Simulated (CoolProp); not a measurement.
Values from CoolProp's reference Helmholtz-energy equation of state, Thol 2016.

**Question.** For hexamethyldisiloxane (MM), give the phase and the Z, fugacity coefficient at 316.7 K and 1.01 bar; 384.8 K and 1.01 bar.

**Answer.** 
- 316.7 K and 1.01 bar: liquid; Z 0.00842, fugacity coefficient 0.131
- 384.8 K and 1.01 bar: gas; Z 0.944, fugacity coefficient 0.947
